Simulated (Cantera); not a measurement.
# Diamond growth

A diamond (100) surface in a fixed gas of H2 with x(CH4) = 0.028, x(H) = 0.022, x(CH3) = 1.6e-05, 33.8 Torr; coverages are run to steady state.

Cantera simulation using the Harris–Goodwin 1993 mechanism for the reconstructed diamond (100) surface; the numbers are that mechanism's predictions, not measurements.

```
T (K)  growth (µm/h)  θ c6HH  θ c6H*  θ c6*H   θ c6**    θ c6HM
-----  -------------  ------  ------  ------  -------  --------
950            0.299   0.643  0.0143   0.335  0.00675  0.000491
1000           0.380   0.596  0.0185   0.375  0.00983  0.000395
1050           0.461   0.552  0.0231   0.410   0.0137  0.000316
1100           0.527   0.511  0.0281   0.442   0.0186  0.000246
1150           0.547   0.473  0.0333   0.469   0.0243  0.000178
1200           0.495   0.438  0.0387   0.492   0.0309  0.000114
1250           0.392   0.406  0.0441   0.511   0.0384   6.14e-5
1300           0.299   0.377  0.0495   0.526   0.0468   2.92e-5
1350           0.246   0.351  0.0548   0.538   0.0559   1.29e-5
1400           0.228   0.327  0.0600   0.547   0.0656   5.54e-6
```
θ: site fractions in the mechanism's names (c6HH fully hydrogenated, c6H* and c6*H radical sites, c6** diradical, c6HM methylated).
